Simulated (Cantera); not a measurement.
A closed system holds: 1 mol SrCl₂, 3.4 mol HCl, 19 mol N₂, equilibrated at 18.0 Pa.

Method: chemical equilibrium by Gibbs-energy minimisation in Cantera with the NASA 1993 tables (ideal gas, pure condensed phases). Candidate condensed phases: NH₄Cl, Sr, SrCl₂; 15 gas species. Kinetics and transport are ignored.

Which condensed phases are stable at each of these points (T (°C)): 750, 900, 1050, 1200, 1350, 1500, 1650, 1800?


| T (°C) | condensed phases | Sr condensed (%) |
|---|---|---|
| 750 | SrCl₂(s) | 99.9 |
| 900 | SrCl₂(l) | 92.4 |
| 1050 | gas only | 0.0 |
| 1200 | gas only | 0.0 |
| 1350 | gas only | 0.0 |
| 1500 | gas only | 0.0 |
| 1650 | gas only | 0.0 |
| 1800 | gas only | 0.0 |

At 750 °C the condensed part is SrCl₂(s). At 900 °C the condensed part is SrCl₂(l). From 1050 °C to 1800 °C nothing is condensed.
